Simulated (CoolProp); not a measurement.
A Linde-Hampson liquefier for CF4 (R14): isothermal reversible compression at 280 K from 1 atm to 25 MPa, throttling to 1 atm, return gas leaving the recuperator 2 K below the feed. Each further row changes one setting.

Model: reference Helmholtz-energy equation of state, Platzer 1990, in CoolProp. This equation is an older, rougher fit; its heat capacities, sound speeds and derivatives of the liquid may be far off and weren't checked against measurements.

```json
[
 {"case": "as stated", "liquid yield per pass": "0.337", "compression work (kJ/kg of gas)": "126"},
 {"case": "high pressure 50 MPa", "liquid yield per pass": "0.329", "compression work (kJ/kg of gas)": "148"},
 {"case": "warm-end temperature 310 K", "liquid yield per pass": "0.259", "compression work (kJ/kg of gas)": "147"},
 {"case": "warm-end gap 7 K", "liquid yield per pass": "0.326", "compression work (kJ/kg of gas)": "126"}
]
```
